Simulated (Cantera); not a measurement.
A closed system holds: 1 mol Fe3O4, 0.011 mol Cl2, at 1377 °C and 0.133 bar.

Cantera equilibrium calculation (NASA polynomials, part measured and part estimated; ideal gas, pure solids and liquids). Candidate condensed phases: Fe, FeCl2, FeCl3, FeO, Fe2O3, Fe3O4; 13 gas species. Equilibrium is a limit: real reactors are often held back by kinetics, nucleation or transport.

Base state: FeCl2 0.490, O2 0.359, Cl 0.0708, FeCl3 0.0478, Cl2 0.0311, Fe2Cl4 0.000459, ClO 0.000320, O 4.25e-5 (mole fractions); condensed: Fe3O4(s).

**Question.** What changes in the equilibrium state with this change: temperature from 1377 °C to 1227 °C?

**Answer.** 
```
species          before    after
-------------  --------  -------
FeCl2             0.490    0.695
FeCl3            0.0478    0.183
Cl2              0.0311   0.0457
O2                0.359   0.0398
Cl               0.0708   0.0342
Fe2Cl6          1.18e-6  4.34e-5
O               4.25e-5  2.22e-6
Fe2Cl4         0.000459  0.00254
Fe3O4(s), mol     0.997    0.974
Fe2O3(s), mol         0   0.0349
```
Mutual solubility and eutectic melting of coexisting phases are not modelled.

**Question.** What changes in the equilibrium state with this change: 0.00054 mol H2 added?

**Answer.** 
| species | before | after |
|---|---|---|
| FeCl2 | 0.490 | 0.463 |
| O2 | 0.359 | 0.337 |
| Cl | 0.0708 | 0.0674 |
| HCl | 0 | 0.0598 |
| FeCl3 | 0.0478 | 0.0430 |
| Cl2 | 0.0311 | 0.0282 |
| H2O | 0 | 0.000541 |
| OH | 0 | 3.51e-5 |
| Fe3O4(s), mol | 0.997 | 0.997 |
Further candidate phases: Fe(OH)2, Fe(OH)3, H2O.
